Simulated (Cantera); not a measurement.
## Equilibrium for tantalum, niobium, vanadium and zirconium in process gases: Ta(OEt)₅ + CH₄

A closed system holds: 1 mol Ta(OEt)₅, 0.38 mol CH₄, at 1.00 bar.

Method: chemical equilibrium by Gibbs-energy minimisation in Cantera with the NASA 1993 tables (ideal gas, pure condensed phases). Candidate condensed phases: C, C₆H₆, C₇H₈, C₈H₁₈, H₂O, Ta, TaC, Ta₂O₅; 113 gas species. The feed counts by its element totals alone. Mutual solubility and eutectic melting of coexisting phases are not modelled. TaC: taken at fixed stoichiometry. Condensed phases not in the tables: Ta₂C. Kinetics and transport are ignored.

| T (°C) | x H₂ | x CO | x CH₄ | x H₂O | x CO₂ | x C₂H₄ | n C(graphite) | n Ta₂O₅(s) | n TaC(s) |
|---|---|---|---|---|---|---|---|---|---|
| 702 | 0.759 | 0.108 | 0.0724 | 0.0493 | 0.0112 | 3.03e-7 | 7.71 | 0.500 | 0 |
| 752 | 0.789 | 0.132 | 0.0458 | 0.0276 | 0.00597 | 4.12e-7 | 7.70 | 0.500 | 0 |
| 802 | 0.807 | 0.146 | 0.0294 | 0.0148 | 0.00288 | 5.30e-7 | 7.70 | 0.500 | 0 |
| 852 | 0.819 | 0.152 | 0.0193 | 0.00803 | 0.00136 | 6.56e-7 | 7.73 | 0.500 | 0 |
| 902 | 0.826 | 0.156 | 0.0131 | 0.00446 | 0.000657 | 7.90e-7 | 7.76 | 0.500 | 0 |
| 952 | 0.831 | 0.157 | 0.00906 | 0.00257 | 0.000331 | 9.31e-7 | 7.78 | 0.500 | 0 |
| 1002 | 0.803 | 0.189 | 0.00598 | 0.00177 | 0.000249 | 1.00e-6 | 6.98 | 0.381 | 0.239 |
x: gas mole fraction; n: condensed amount in mol.

From 702 °C to 952 °C the condensed part is C(graphite) + Ta₂O₅(s). At 1002 °C the condensed part is C(graphite) + TaC(s) + Ta₂O₅(s).
